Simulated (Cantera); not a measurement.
What does this Cantera script print?

```python
import numpy as np
import cantera as ct

gas = ct.Solution("SiF4_NH3_mec.yaml", "gas")
gas.TPX = 1723, 180000, {'NH3': 1, 'N2': 1.4}
inlet = ct.Reservoir(gas, clone=True)

reactor = ct.IdealGasConstPressureReactor(gas, energy="off", clone=False)
exhaust = ct.Reservoir(gas, clone=True)
tau = [2.7, 1.2, 0.58, 0.27, 0.12, 0.058, 0.027, 0.012, 0.0058, 0.0027][0]
for a, b in ((inlet, reactor), (reactor, exhaust)):
    ct.MassFlowController(a, b, mdot=lambda t: reactor.mass / tau)
net = ct.ReactorNet([reactor])
show = ['NH3', 'N2H2', 'H', 'N', 'N2H4', 'N2']

rows = []
print(f"{'tau/s':>10s}{'T/K':>9s}" + "".join(f"{s:>11s}" for s in show))
for tau in [2.7, 1.2, 0.58, 0.27, 0.12, 0.058, 0.027, 0.012, 0.0058, 0.0027]:
    net.initial_time = 0.0
    net.advance(30 * tau)
    before = gas.X
    net.advance(40 * tau)
    drift = np.max(np.abs(gas.X - before) / (gas.X + 1e-9))
    rows.append([gas.T, *gas[show].X, drift])
    print(f"{tau:10.3e}{gas.T:9.1f}" + "".join(f"{x:11.3e}" for x in gas[show].X))
```

Output:

```
     tau/s      T/K        NH3       N2H2          H          N       N2H4         N2
 2.700e+00   1723.0  1.231e-01  6.561e-08  5.338e-05  2.426e-08  3.408e-08  5.660e-01
 1.200e+00   1723.0  1.782e-01  1.245e-07  4.117e-05  2.894e-08  6.440e-08  5.693e-01
 5.800e-01   1723.0  2.365e-01  2.026e-07  2.979e-05  3.171e-08  1.039e-07  5.727e-01
 2.700e-01   1723.0  2.973e-01  3.009e-07  1.907e-05  3.199e-08  1.532e-07  5.763e-01
 1.200e-01   1723.0  3.490e-01  3.982e-07  1.064e-05  2.828e-08  2.039e-07  5.793e-01
 5.800e-02   1723.0  3.796e-01  4.619e-07  5.860e-06  2.168e-08  2.421e-07  5.811e-01
 2.700e-02   1723.0  3.981e-01  5.015e-07  2.988e-06  1.362e-08  2.736e-07  5.822e-01
 1.200e-02   1723.0  4.081e-01  5.180e-07  1.417e-06  6.957e-09  2.957e-07  5.828e-01
 5.800e-03   1723.0  4.125e-01  5.132e-07  7.137e-07  3.489e-09  3.025e-07  5.831e-01
 2.700e-03   1723.0  4.147e-01  4.849e-07  3.454e-07  1.638e-09  2.923e-07  5.832e-01
```

Detailed kinetics in Cantera: the gas-phase N/H chemistry of the illustrative SiF4/NH3 mechanism in the Surface Chemkin manual (1991). Walls and surfaces, which speed up NH3 decomposition in real reactors, are not modelled.
